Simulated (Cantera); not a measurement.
Input: 1 mol SiC, 0.0037 mol H2O, 570 mol H2, at 1398 K and 18.0 Torr.

Method: chemical equilibrium by Gibbs-energy minimisation in Cantera with the NASA 1993 tables (ideal gas, pure condensed phases). Candidate condensed phases: C, C6H6, C7H8, C8H18, H2O, Si, SiC, SiO2; 123 gas species. Equilibrium is a limit: real reactors are often held back by kinetics, nucleation or transport.

Base state: H2 1.000, H 3.05e-5 (mole fractions); condensed: SiC(s).

Question: What changes in the equilibrium state with this change: temperature from 1398 K to 2023.15 K?

Answer: 
| species | before | after |
|---|---|---|
| H2 | 1.000 | 0.987 |
| H | 3.05e-5 | 0.0122 |
| Si | 6.48e-9 | 0.000315 |
| C2H2 (acetylene) | 1.39e-9 | 0.000179 |
| SiH | 5.06e-9 | 3.11e-5 |
| SiH2 | 7.30e-8 | 1.58e-5 |
| SiC(s), mol | 0.997 | 0.779 |
Gases not in the tables: Si2H6 and higher silanes.
